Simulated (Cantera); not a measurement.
A closed system holds: 1 mol B2O3, 0.18 mol H2O, 140 mol H2, equilibrated at 1500 K and 0.285 Torr.

Equilibrium computed with Cantera from the NASA thermochemical tables; the gas is ideal and each condensed phase is pure. Candidate condensed phases: B, B2O3, B3O3H3, H2O; 23 gas species. Equilibrium is a limit: real reactors are often held back by kinetics, nucleation or transport.

Base state: H2 0.986, HBO2 0.00587, HBO 0.00437, B2O3 0.00176, H 0.000897, H2O 0.000722, B2O2 0.000145, BO 0.000104 (mole fractions); condensed: gas only.

Q: What changes in the equilibrium state with this change: B2O3 replaced by B2H6?

A: 
| species | before | after |
|---|---|---|
| H2 | 0.986 | 0.998 |
| HBO | 0.00437 | 0.00121 |
| H | 0.000897 | 0.000902 |
| HBO2 | 0.00587 | 1.99e-7 |
| B2O3 | 0.00176 | 1.62e-8 |
| H2O | 0.000722 | 8.99e-8 |
| B(s), mol | 0 | 1.82 |
The feed counts by its element totals alone.
